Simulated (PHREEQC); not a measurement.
Consider water at 20 °C with 0.0015 mol/kgw HF and 0.0061 mol/kgw NaF. Closed to the air; pH follows from the charge balance.

Computed with PHREEQC (ion-association model, phreeqc.dat).

This is a speciation only: nothing precipitates in the calculation.

### Question
Order these F species by the share of F that they hold, largest first: HF, NaF, HF2-, F-.

### Answer
F- (82 %), HF (17 %), HF2- (0.78 %), NaF (0.24 %)

The pH is 3.78 and the ionic strength 0.00626 mol/kgw. Species that the database lacks are ignored.
